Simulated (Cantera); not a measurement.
An isothermal, constant-pressure homogeneous reactor starts with CH4 : CO2 : H2 = 1 : 0.89 : 0.06 (molar parts), at 2200 K and 0.150 bar. Integrator tolerance rtol = 1e-08.

Model: GRI-Mech 3.0 (53 species, 325 reactions), integrated in Cantera.

**Question.** What does this change do: temperature 2200 to 1250 K?

**Answer.** 
| quantity | before | after |
|---|---|---|
| x(CH4) at 20.0 s | 3.40e-5 (gas-phase equilibrium 3.41e-5) | 0.505 (gas-phase equilibrium 0.0277) |
| x(CO2) at 20.0 s | 1.03e-7 (gas-phase equilibrium 1.04e-7) | 0.452 (gas-phase equilibrium 4.65e-6) |
| x(H2) at 20.0 s | 0.514 (gas-phase equilibrium 0.514) | 0.0354 (gas-phase equilibrium 0.495) |
| x(H2O) at 20.0 s | 6.08e-7 (gas-phase equilibrium 6.10e-7) | 0.00232 (gas-phase equilibrium 7.56e-6) |
| x(C2H4) at 20.0 s | 2.66e-6 (gas-phase equilibrium 2.66e-6) | 0.00111 (gas-phase equilibrium 0.000254) |
| x(CH2CO) at 20.0 s | 2.61e-8 (gas-phase equilibrium 2.62e-8) | 2.57e-8 (gas-phase equilibrium 4.55e-8) |
| x(CH2) at 20.0 s | 3.89e-7 (gas-phase equilibrium 3.91e-7) | 6.63e-12 (gas-phase equilibrium <1e-12) |
